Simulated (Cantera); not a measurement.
A Cantera script and what it prints.

```python
import numpy as np
import cantera as ct

gas_names = """
    H HNO HNO2 HNO3 HO2 H2 H2O H2O2 H2S H2SO4 N NH NH2 NH3 NH2OH NO NO2 NO3 N2 N2H2 N2H4 N2O O OH O2 O3
    S SH SN SO SO2 SO3 S2 S2O S8
""".split()
cond_names = """
    H2O(s) H2O(L) H2SO4(L) S(cr1) S(cr2) S(L)
""".split()


def load(file, names, dense=False):
    # The tables refer to 1 bar. Condensed volumes are neglected.
    table = {s.name: s for s in ct.Species.list_from_file(file)}
    out = []
    for n in names:
        d = dict(table[n].input_data)
        d["thermo"] = dict(d["thermo"], **{"reference-pressure": 1e5})
        if dense:
            d["equation-of-state"] = {"model": "constant-volume", "density": "1e6 g/cm^3"}
        out.append(ct.Species.from_dict(d))
    return out


gas = ct.Solution(thermo="ideal-gas", species=load("nasa_gas.yaml", gas_names))
cond = {s.name: ct.Solution(thermo="fixed-stoichiometry", species=[s], name=s.name)
        for s in load("nasa_condensed.yaml", cond_names, dense=True)}
atoms = {
    'H2S': {'H': 2, 'S': 1},
    'H2O': {'H': 2, 'O': 1},
    'N2': {'N': 2},
}
top_T = {}  # K; cautious upper limits of use, not melting points


def equilibrate(T, P, feed):
    n = {}
    for name, mol in feed.items():
        for a, k in atoms[name].items():
            n[a] = n.get(a, 0.0) + k * mol
    gas.TPX = T, P, n
    mass = sum(n.values()) * gas.mean_molecular_weight
    gas.equilibrate("TP")
    valid = [c for c in cond.values() if c.min_temp <= T <= top_T.get(c.name, c.max_temp)]
    mix = ct.Mixture([(gas, mass / gas.mean_molecular_weight)] + [(c, 0.0) for c in valid])
    mix.T, mix.P = T, P
    mix.equilibrate("TP", solver="vcs", rtol=1e-11, max_steps=5000)
    return mix


results = []
feed = {'H2S': 1, 'H2O': 0.31, 'N2': 0.25}  # mol
P = 1333.22  # Pa
for T in [2148, 2223, 2298, 2373, 2448, 2523, 2598, 2673, 2748, 2823]:
    mix = equilibrate(T, P, feed)
    results.append((T, P, feed, dict(zip(mix.species_names, mix.species_moles))))

top = {s: max(r[3][s] / sum(r[3][g] for g in gas_names) for r in results) for s in gas_names}
cols = sorted((s for s in top if top[s] > 0.001), key=lambda s: -top[s])[:5]
seen = [c for c in cond_names if any(r[3].get(c, 0) > 1e-12 for r in results)]
print("log10 of partial pressures in bar; condensed amounts in mol")
print(f"{'T/K':>10s}" + "".join(f"{s[:9]:>10s}" for s in cols + seen))
for T, P, feed, n in results:
    ng = sum(n[g] for g in gas_names)
    print(f"{T:10.4g}" + "".join(f"{np.log10(max(n[s] / ng * P / 1e5, 1e-99)):10.3f}" for s in cols)
          + "".join(f"{n.get(c, 0):10.4g}" for c in seen))
```

It prints:

```
log10 of partial pressures in bar; condensed amounts in mol
       T/K        H2         H         S        S2        N2
      2148    -2.196    -3.478    -3.416    -2.622    -2.810
      2223    -2.202    -3.294    -3.256    -2.659    -2.818
      2298    -2.213    -3.125    -3.112    -2.706    -2.828
      2373    -2.230    -2.970    -2.986    -2.766    -2.841
      2448    -2.255    -2.829    -2.876    -2.841    -2.856
      2523    -2.288    -2.700    -2.783    -2.933    -2.873
      2598    -2.332    -2.585    -2.708    -3.044    -2.893
      2673    -2.386    -2.483    -2.650    -3.174    -2.915
      2748    -2.453    -2.395    -2.608    -3.323    -2.938
      2823    -2.534    -2.319    -2.579    -3.486    -2.962
```

Equilibrium computed with Cantera from the NASA thermochemical tables; the gas is ideal and each condensed phase is pure.
